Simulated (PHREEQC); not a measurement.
Model water analysis in mmol/kgw, 18 °C, pH 2.93, pe 9.5:

| constituent | mmol/kgw |
|---|---|
| Na | 34.4 |
| K | 0.154 |
| Ca | 6.89 |
| Mg | 2.43 |
| Cl | 17.3 |
| S(6) | 19.8 |
| O(0) (counted as O atoms) | 0.0132 |
| B | 0.0223 |
| Zn | 1.52 |

Valence states are taken as typed.

Computed with PHREEQC (ion-association model, wateq4f.dat).

Q: The ionic strength comes out as 0.0701 mol/kgw. What activity coefficients do ZnCl+, NaSO4-, Zn(SO4)2-2, KSO4-, HSO4- get?

A: ZnCl+ 0.80, NaSO4- 0.81, Zn(SO4)2-2 0.42, KSO4- 0.81, HSO4- 0.80.

This is a speciation only: nothing precipitates in the calculation.
